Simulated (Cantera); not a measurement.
**Reactions in the system H-N-O-Zr**

Standard-state values (1 bar) from the NASA 1993 polynomials, evaluated with Cantera. Values are per mole of reaction as written; species without (g) are pure solids or liquids, kept so even where they would boil at 1 bar. ZrN: taken at fixed stoichiometry.

ZrN + 2 OH(g) ⇌ ZrO2(g) + H2(g) + N(g)

| T (K) | ΔH° (kJ) | ΔS° (J/K) | ΔG° (kJ) | log10 K |
|---|---|---|---|---|
| 300 | 473.0 | 151.3 | 427.6 | -74.46 |
| 1998 | 457.5 | 137.7 | 182.4 | -4.77 |
| 2098 | 455.8 | 136.8 | 168.7 | -4.20 |
| 2198 | 453.9 | 136.0 | 155.1 | -3.68 |
| 2298 | 452.0 | 135.1 | 141.5 | -3.22 |
| 2398 | 450.0 | 134.3 | 128.0 | -2.79 |
| 2498 | 447.9 | 133.4 | 114.7 | -2.40 |
| 2598 | 445.7 | 132.5 | 101.4 | -2.04 |
| 2698 | 443.4 | 131.7 | 88.1 | -1.71 |
